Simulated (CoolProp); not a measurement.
Model: reference Helmholtz-energy equation of state, Lemmon 2013, in CoolProp.

Question: Give the vapour pressure (bar), vapour density (kg/m³), liquid cp (kJ/(kg K)), liquid viscosity (µPa s) of saturated propylene at 259.1, 301.3, 333 K.

Answer: 
```json
[
 {"T (K)": "259.1", "p (bar)": "3.75", "vapour density (kg/m³)": "8.04", "liquid cp (kJ/(kg K))": "2.35", "liquid viscosity (µPa s)": "138"},
 {"T (K)": "301.3", "p (bar)": "12.5", "vapour density (kg/m³)": "26.4", "liquid cp (kJ/(kg K))": "2.71", "liquid viscosity (µPa s)": "92.2"},
 {"T (K)": "333", "p (bar)": "25.2", "vapour density (kg/m³)": "58.8", "liquid cp (kJ/(kg K))": "3.40", "liquid viscosity (µPa s)": "66.4"}
]
```

Viscosity comes from a separate model (Huber 2003), an estimate that may be off by 10 % or more.
